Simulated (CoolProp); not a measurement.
Vapour-liquid equilibrium of hydrogen sulfide (1) + toluene (2) at 0.412 MPa; x and y are mole fractions of (1).

The numbers come from the multi-fluid Helmholtz-energy mixture model, Lemmon 2006 and Lemmon 2006; pair parameters Bell 2016 in CoolProp.

```json
[
 {"x": "0.05", "bubble temperature, mixture model (K)": "375.9", "bubble temperature, Raoult's law (K)": "360.9", "y, mixture model": "0.799", "y, Raoult's law": "0.884"},
 {"x": "0.15", "bubble temperature, mixture model (K)": "317.0", "bubble temperature, Raoult's law (K)": "310.7", "y, mixture model": "0.977", "y, Raoult's law": "0.985"},
 {"x": "0.25", "bubble temperature, mixture model (K)": "295.4", "bubble temperature, Raoult's law (K)": "289.9", "y, mixture model": "0.993", "y, Raoult's law": "0.996"},
 {"x": "0.35", "bubble temperature, mixture model (K)": "282.8", "bubble temperature, Raoult's law (K)": "277.6", "y, mixture model": "0.997", "y, Raoult's law": "0.998"},
 {"x": "0.45", "bubble temperature, mixture model (K)": "273.6", "bubble temperature, Raoult's law (K)": "269.1", "y, mixture model": "0.998", "y, Raoult's law": "0.999"},
 {"x": "0.55", "bubble temperature, mixture model (K)": "266.2", "bubble temperature, Raoult's law (K)": "262.6", "y, mixture model": "0.999", "y, Raoult's law": "1.000"},
 {"x": "0.65", "bubble temperature, mixture model (K)": "260.1", "bubble temperature, Raoult's law (K)": "257.5", "y, mixture model": "1.000", "y, Raoult's law": "1.000"},
 {"x": "0.75", "bubble temperature, mixture model (K)": "254.8", "bubble temperature, Raoult's law (K)": "253.3", "y, mixture model": "1.000", "y, Raoult's law": "1.000"},
 {"x": "0.85", "bubble temperature, mixture model (K)": "250.4", "bubble temperature, Raoult's law (K)": "249.7", "y, mixture model": "1.000", "y, Raoult's law": "1.000"},
 {"x": "0.95", "bubble temperature, mixture model (K)": "246.8", "bubble temperature, Raoult's law (K)": "246.6", "y, mixture model": "1.000", "y, Raoult's law": "1.000"}
]
```

The largest gap from Raoult's law is +15.0 K in bubble temperature, at x = 0.05. No azeotrope shows between x = 0.05 and 0.95.

Pair parameters are fitted to limited data, so mixtures are less certain than the pure fluids.
